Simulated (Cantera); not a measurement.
Equilibrium for abatement and gas-phase synthesis: CO₂ + H₂O + N₂

Input: 1 mol CO₂, 3.2 mol H₂O, 1.6 mol N₂, held at 1.33 mbar.

Equilibrium computed with Cantera from the NASA thermochemical tables; the gas is ideal and each condensed phase is pure. Candidate condensed phases: C, C₆H₆, C₇H₈, C₈H₁₈, H₂O; 136 gas species. Equilibrium is a limit: real reactors are often held back by kinetics, nucleation or transport.

| T (°C) | x H | x O | x N₂ | x H₂O | x CO | x H₂ | x OH | x O₂ | x CO₂ |
|---|---|---|---|---|---|---|---|---|---|
| 2277 | 0.251 | 0.130 | 0.173 | 0.107 | 0.0923 | 0.0862 | 0.0686 | 0.0664 | 0.0182 |
| 2377 | 0.334 | 0.183 | 0.153 | 0.0481 | 0.0880 | 0.0679 | 0.0577 | 0.0525 | 0.00945 |
| 2477 | 0.398 | 0.230 | 0.138 | 0.0174 | 0.0835 | 0.0452 | 0.0412 | 0.0357 | 0.00470 |
| 2577 | 0.438 | 0.265 | 0.130 | 0.00549 | 0.0803 | 0.0270 | 0.0262 | 0.0215 | 0.00231 |
| 2677 | 0.459 | 0.287 | 0.125 | 0.00164 | 0.0784 | 0.0154 | 0.0156 | 0.0121 | 0.00114 |
| 2777 | 0.471 | 0.300 | 0.123 | 0.000494 | 0.0773 | 0.00876 | 0.00916 | 0.00667 | 0.000581 |
| 2877 | 0.477 | 0.307 | 0.122 | 0.000154 | 0.0767 | 0.00505 | 0.00540 | 0.00368 | 0.000304 |
| 2977 | 0.480 | 0.311 | 0.121 | 5.08e-5 | 0.0763 | 0.00298 | 0.00324 | 0.00207 | 0.000165 |
| 3077 | 0.482 | 0.313 | 0.120 | 1.77e-5 | 0.0761 | 0.00181 | 0.00199 | 0.00119 | 9.24e-5 |
| 3177 | 0.483 | 0.315 | 0.120 | 6.48e-6 | 0.0759 | 0.00112 | 0.00125 | 0.000702 | 5.35e-5 |
x: gas mole fraction; nothing condenses.

From 2277 °C to 3177 °C nothing is condensed. The main C-bearing gas is CO throughout.
